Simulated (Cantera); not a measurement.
A freely propagating, adiabatic, planar premixed flame of 5.31 % C₂H₆, 19.8 % O₂, 74.4 % N₂, 0.505 % CO₂, equivalence ratio 0.94, unburnt at 398 K and 1.01 bar; mixture-averaged transport, grid criteria slope 0.08 and curve 0.16, no radiation.

Model: GRI-Mech 3.0 (53 species, 325 reactions), integrated in Cantera. Burning velocities carry a grid error of a few per cent, more on coarse grids.

x: mole fraction of selected species; z is measured from the peak of heat release.

```json
[
 {"z (mm)": "-1.07", "T (K)": "398", "u (m/s)": "0.621", "x C₂H₆": "0.0531", "x O₂": "0.198", "x H₂O₂": "4.34e-8", "x CO₂": "0.00505", "x H₂": "0.000636", "x C₂H₄": "1.35e-7"},
 {"z (mm)": "-0.716", "T (K)": "400", "u (m/s)": "0.624", "x C₂H₆": "0.0530", "x O₂": "0.197", "x H₂O₂": "5.96e-7", "x CO₂": "0.00504", "x H₂": "0.00196", "x C₂H₄": "2.59e-6"},
 {"z (mm)": "-0.537", "T (K)": "405", "u (m/s)": "0.635", "x C₂H₆": "0.0529", "x O₂": "0.196", "x H₂O₂": "2.92e-6", "x CO₂": "0.00505", "x H₂": "0.00369", "x C₂H₄": "1.60e-5"},
 {"z (mm)": "-0.358", "T (K)": "455", "u (m/s)": "0.716", "x C₂H₆": "0.0519", "x O₂": "0.192", "x H₂O₂": "2.16e-5", "x CO₂": "0.00529", "x H₂": "0.00731", "x C₂H₄": "0.000200"},
 {"z (mm)": "-0.179", "T (K)": "833", "u (m/s)": "1.34", "x C₂H₆": "0.0392", "x O₂": "0.158", "x H₂O₂": "8.99e-5", "x CO₂": "0.00964", "x H₂": "0.0134", "x C₂H₄": "0.00268"},
 {"z (mm)": "-0.0895", "T (K)": "1259", "u (m/s)": "2.07", "x C₂H₆": "0.0187", "x O₂": "0.117", "x H₂O₂": "6.12e-5", "x CO₂": "0.0180", "x H₂": "0.0165", "x C₂H₄": "0.00485"},
 {"z (mm)": "0", "T (K)": "1667", "u (m/s)": "2.78", "x C₂H₆": "0.00146", "x O₂": "0.0702", "x H₂O₂": "2.46e-6", "x CO₂": "0.0326", "x H₂": "0.0166", "x C₂H₄": "0.00246"},
 {"z (mm)": "0.0895", "T (K)": "1827", "u (m/s)": "3.05", "x C₂H₆": "4.12e-6", "x O₂": "0.0438", "x H₂O₂": "4.14e-7", "x CO₂": "0.0492", "x H₂": "0.0121", "x C₂H₄": "0.000112"},
 {"z (mm)": "0.179", "T (K)": "1877", "u (m/s)": "3.12", "x C₂H₆": "<1e-8", "x O₂": "0.0344", "x H₂O₂": "3.50e-7", "x CO₂": "0.0616", "x H₂": "0.00988", "x C₂H₄": "1.65e-6"},
 {"z (mm)": "0.358", "T (K)": "1937", "u (m/s)": "3.20", "x C₂H₆": "<1e-8", "x O₂": "(withheld)", "x H₂O₂": "(withheld)", "x CO₂": "(withheld)", "x H₂": "0.00927", "x C₂H₄": "<1e-8"},
 {"z (mm)": "0.716", "T (K)": "2013", "u (m/s)": "3.30", "x C₂H₆": "<1e-8", "x O₂": "(withheld)", "x H₂O₂": "(withheld)", "x CO₂": "0.0811", "x H₂": "(withheld)", "x C₂H₄": "<1e-8"},
 {"z (mm)": "1.43", "T (K)": "2093", "u (m/s)": "3.42", "x C₂H₆": "<1e-8", "x O₂": "0.0222", "x H₂O₂": "1.49e-7", "x CO₂": "0.0857", "x H₂": "0.00666", "x C₂H₄": "<1e-8"},
 {"z (mm)": "2.86", "T (K)": "2167", "u (m/s)": "3.52", "x C₂H₆": "<1e-8", "x O₂": "0.0191", "x H₂O₂": "1.07e-7", "x CO₂": "0.0908", "x H₂": "0.00483", "x C₂H₄": "<1e-8"}
]
```

Problem. What belongs in the gaps?

Solution. 
- 0.358, x O₂: 0.0288
- 0.358, x H₂O₂: 2.87e-7
- 0.358, x CO₂: 0.0739
- 0.716, x O₂: 0.0252
- 0.716, x H₂O₂: 2.11e-7
- 0.716, x H₂: 0.00838
